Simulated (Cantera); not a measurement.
A perfectly stirred reactor is fed with CH₂O : O₂ : N₂ = 0.01 : 0.017 : 1 (molar parts), equivalence ratio 0.59, at 7500 Torr; it is held at 1550 K, and followed from long to short residence time.

Computed with Cantera and GRI-Mech 3.0 (53 species, 325 reactions).

### Question
What does this change do: 0.035 parts CH4 added?

### Answer
```csv
quantity,before,after
x(CH₂O) at τ = 11.0 s,3.60e-8,2.17e-7
x(O₂) at τ = 11.0 s,0.00681,7.06e-6
x(O) at τ = 11.0 s,4.74e-7,5.59e-11
x(H₂) at τ = 11.0 s,3.70e-7,0.0461
x(CH₂CO) at τ = 11.0 s,<1e-12,6.57e-7
x(CH₂O) at τ = 0.230 s,6.19e-7,1.05e-5
x(O₂) at τ = 0.230 s,0.00683,0.000349
x(O) at τ = 0.230 s,3.70e-6,2.73e-9
x(H₂) at τ = 0.230 s,3.45e-6,0.0265
x(CH₂CO) at τ = 0.230 s,<1e-12,1.18e-5
```
